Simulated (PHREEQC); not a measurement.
Make-up at 48 °C: 0.25 mol/kgw HF, 0.0038 mol/kgw NH4HF2, 0.07 mol/kgw (NH4)2SiF6 and 0.0011 mol/kgw HCl. Closed to the air; pH follows from the charge balance.

Computed with PHREEQC (ion-association model, phreeqc.dat).

No solid was allowed to form.

Task: Order these F species by the share of F that they hold, largest first: SiF6-2, HF, HF2-, F-.

Result: SiF6-2 (62 %), HF (33 %), HF2- (3.0 %), F- (1.6 %)

The pH is 1.85 and the ionic strength 0.232 mol/kgw. Away from 25 °C the constants follow the database's enthalpies or fits; those with neither stay at their 25 °C values. SiF6-2 is the database's only silicon fluoride.
